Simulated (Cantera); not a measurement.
**Aluminium and copper etching: Al + HCl**

Charge: 1 mol Al, a varied amount of HCl, at 1.00 bar.

Equilibrium computed with Cantera from the NASA thermochemical tables; the gas is ideal and each condensed phase is pure. Candidate condensed phases: Al, AlCl3; 12 gas species. The tables' values for AlCl2 are old estimates. Rates play no part.

Map the stable condensed phases over T = 402, 477, 552, 627, 702, 777, 852, 927, 1002, 1077, 1152 °C and n(HCl) in mol = 1, 1.5, 2, 2.6, 3.1, 3.6, 4.1, 4.6, 5.2, 5.7, 6.2, 6.7.


```
T in °C \ n(HCl) in mol
           1 1.5   2 2.6 3.1 3.6 4.1 4.6 5.2 5.7 6.2 6.7
   1152    A   A   B   B   B   B   B   B   B   B   B   B
   1077    A   A   A   B   B   B   B   B   B   B   B   B
   1002    A   A   A   B   B   B   B   B   B   B   B   B
    927    A   A   A   A   B   B   B   B   B   B   B   B
    852    A   A   A   A   B   B   B   B   B   B   B   B
    777    A   A   A   A   B   B   B   B   B   B   B   B
    702    A   A   A   A   B   B   B   B   B   B   B   B
    627    A   A   A   A   B   B   B   B   B   B   B   B
    552    A   A   A   A   B   B   B   B   B   B   B   B
    477    A   A   A   A   B   B   B   B   B   B   B   B
    402    A   A   A   A   B   B   B   B   B   B   B   B
```
A: Al; B: gas only.
